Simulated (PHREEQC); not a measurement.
## Metal-bearing waste water (model solution)

Solution (25 °C): 0.021 mol/kgw FeSO4 and 0.11 mol/kgw NaH2PO4. Closed to the air; pH follows from the charge balance.

All values are PHREEQC results (ion-association model, wateq4f.dat), not measurements.

Each row changes one thing in this solution. No solid was allowed to form.

```csv
case,pH,ionic strength (mol/kgw),SO4-2 (mol/kgw),NaSO4- (mol/kgw),Fe+2 (mol/kgw),FeSO4 (mol/kgw),SI of Mirabilite (Na2SO4:10H2O),SI of Melanterite (FeSO4:7H2O)
as made,4.38,0.148,0.0175,0.00304,0.00119,0.000419,-3.33,-3.42
temperature from 25 to 20 °C,4.37,0.148,0.0176,0.00299,0.00119,0.000388,-3.08,-3.35
diluted 10-fold with water,___,0.0160,0.00196,6.55e-5,0.000510,6.74e-5,-5.84,-4.21
NaH2PO4 replaced by NaHSO4 at the same molality,1.46,0.231,0.0496,___,0.0107,0.00779,-3.01,-2.14
NaH2PO4 from 0.11 to 0.022 mol/kgw,4.37,___,0.0170,0.000762,0.00560,0.00315,-4.57,-2.54
temperature from 25 to 50 °C,4.40,0.147,0.0171,0.00327,0.00123,0.000588,-4.45,-3.71
```

Complete the blanks.


- diluted 10-fold with water, pH: 4.61
- NaH2PO4 replaced by NaHSO4 at the same molality, NaSO4- (mol/kgw): 0.00709
- NaH2PO4 from 0.11 to 0.022 mol/kgw, ionic strength (mol/kgw): 0.0673

Some of these states are supersaturated (in Vivianite, for instance). H3PO4, which wateq4f.dat lacks, is added to it with the constant of phreeqc.dat. Constants without temperature data keep their 25 °C values here.
